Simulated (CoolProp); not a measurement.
Vapour-liquid equilibrium of acetone (1) + methanol (2) at 0.00656 MPa; x and y are mole fractions of (1).

The numbers come from the multi-fluid Helmholtz-energy mixture model, Lemmon 2006 and de Reuck 1993; pair parameters Bell 2016 in CoolProp.

```tsv
x	bubble temperature, mixture model (K)	bubble temperature, Raoult's law (K)	y, mixture model	y, Raoult's law
0.05	[?]	280.1	0.189	0.101
0.2	273.4	277.4	[?]	0.354
0.35	[?]	275.0	0.603	0.548
0.5	[?]	272.8	0.692	0.697
0.65	[?]	270.8	0.769	0.813
0.8	267.4	269.0	0.853	0.905
0.95	[?]	267.3	[?]	0.979
```

Fill in the missing entries.


- 0.05, bubble temperature, mixture model (K): 278.3
- 0.2, y, mixture model: 0.472
- 0.35, bubble temperature, mixture model (K): 271.0
- 0.5, bubble temperature, mixture model (K): 269.4
- 0.65, bubble temperature, mixture model (K): 268.2
- 0.95, bubble temperature, mixture model (K): 266.8
- 0.95, y, mixture model: 0.956

The largest gap from Raoult's law is -4.0 K in bubble temperature, at x = 0.35. No azeotrope shows between x = 0.05 and 0.95.

Pair parameters are fitted to limited data, so mixtures are less certain than the pure fluids.
